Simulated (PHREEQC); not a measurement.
PHREEQC input (ion-association model, wateq4f.dat):

```
SOLUTION_MASTER_SPECIES
  An  An-  0  An  62.0  # stands for a non-complexing anion
SOLUTION_SPECIES
  An- = An-
    -log_k 0
    -gamma 3.0 0
PHASES
  Fix_H+
    H+ = H+
    -log_k 0
SOLUTION 1
  temp 25
  units mmol/kgw
  pH 7 charge
  Se(6) 0.0031
  Na 50.0062
  An 50
END
SELECTED_OUTPUT 1
  -reset false
  -pH true
  -pe true
  -ionic_strength true
  -water true
  -totals Na Se Se(-2) Se(4) Se(6)
  -molalities Hfo_wOH Hfo_wOH2+ Hfo_wO- Hfo_sOH Hfo_sOH2+ Hfo_sO- Hfo_wSeO4- Hfo_wOHSeO4-2
USER_PUNCH 1
  -headings sigma psi
  10 PUNCH EDL("sigma", "Hfo"), EDL("psi", "Hfo")
PRINT
  -reset false
USE solution 1
SURFACE 1
  Hfo_wOH 0.00224719 600 1
  Hfo_sOH 5.61798e-05
EQUILIBRIUM_PHASES 1
  Fix_H+ -4 HAn 10
    -force_equality true
  O2(g) -0.68 10
END
# ... the last block is repeated for the other 16 points of pH, with NaOH or the acid as the point needs
```

Selected output (columns that matter, 17 of 17 rows; pH added in front):

```
pH	mu	Na	Se	m_Hfo_wOH	m_Hfo_wOH2+	m_Hfo_wO-	m_Hfo_sOH	m_Hfo_sOH2+	m_Hfo_sO-	m_Hfo_wSeO4-	m_Hfo_wOHSeO4-2	sigma	psi
4	0.051037	0.050006	3.6193e-09	0.00045266	0.0017888	2.6241e-06	1.1332e-05	4.4782e-05	6.5694e-08	1.9613e-06	1.135e-06	0.29377	0.15932
4.5	0.050784	0.050006	7.1645e-09	0.00077464	0.00146	9.4152e-06	1.9393e-05	3.6551e-05	2.357e-07	1.3974e-06	1.6955e-06	0.23836	0.14876
5	0.05058	0.050006	1.8901e-08	0.0010942	0.0011255	2.4371e-05	2.7394e-05	2.8176e-05	6.1012e-07	9.5585e-07	2.1252e-06	0.18068	0.13474
5.5	0.050413	0.050006	6.2889e-08	0.0013523	0.00084207	4.9753e-05	3.3854e-05	2.108e-05	1.2455e-06	6.4996e-07	2.3871e-06	0.12974	0.11806
6	0.050283	0.050006	2.4503e-07	0.0015303	0.00062865	8.5343e-05	3.8307e-05	1.5736e-05	2.1363e-06	4.3473e-07	2.4202e-06	0.088715	0.099168
6.5	0.050186	0.050006	9.2794e-07	0.0016371	0.00048005	0.00012789	4.0966e-05	1.2013e-05	3.2004e-06	2.4685e-07	1.9252e-06	0.057393	0.07825
7	0.050115	0.050006	2.2146e-06	0.0016929	0.00038121	0.00017222	4.2339e-05	9.534e-06	4.3072e-06	7.9365e-08	8.0602e-07	0.034179	0.055456
7.5	0.050062	0.050006	2.9254e-06	0.0017172	0.00031617	0.00021365	4.2933e-05	7.905e-06	5.3417e-06	1.301e-08	1.6159e-07	0.016846	0.03105
8	0.050018	0.050006	3.0748e-06	0.0017248	0.00026998	0.00025242	4.312e-05	6.7497e-06	6.3106e-06	1.6159e-09	2.3609e-08	0.0028874	0.0056431
8.5	0.050046	0.050075	3.0966e-06	0.0017221	0.00023087	0.00029426	4.3052e-05	5.7717e-06	7.3565e-06	1.8968e-10	3.2357e-09	-0.010451	-0.019954
9	0.050102	0.05018	3.0995e-06	0.0017069	0.00019126	0.00034898	4.2673e-05	4.7816e-06	8.7245e-06	2.251e-11	4.5942e-10	-0.025999	-0.044924
9.5	0.050192	0.050334	3.0999e-06	0.0016688	0.00014834	0.00043006	4.1719e-05	3.7086e-06	1.0751e-05	2.7729e-12	7.1337e-11	-0.046438	-0.068554
10	0.050363	0.05059	3.1e-06	0.0015887	0.00010435	0.0005541	3.9718e-05	2.6089e-06	1.3852e-05	3.5694e-13	1.2428e-11	-0.074138	-0.090359
10.5	0.050744	0.051086	3.1e-06	0.001444	6.4681e-05	0.0007385	3.61e-05	1.617e-06	1.8462e-05	4.7473e-14	2.4237e-12	-0.11108	-0.1101
11	0.051737	0.052227	3.0999e-06	0.0012165	3.4021e-05	0.00099658	3.0414e-05	8.5052e-07	2.4915e-05	6.3717e-15	5.2104e-13	-0.15867	-0.12758
11.5	0.054605	0.055276	3.0999e-06	0.00090328	1.4056e-05	0.0013298	2.2582e-05	3.514e-07	3.3245e-05	8.3741e-16	1.2305e-13	-0.2169	-0.14209
12	0.063448	0.06432	3.0999e-06	0.00053176	3.7848e-06	0.0017116	1.3294e-05	9.462e-08	4.2789e-05	1.0328e-16	3.3172e-14	-0.28153	-0.15158
```
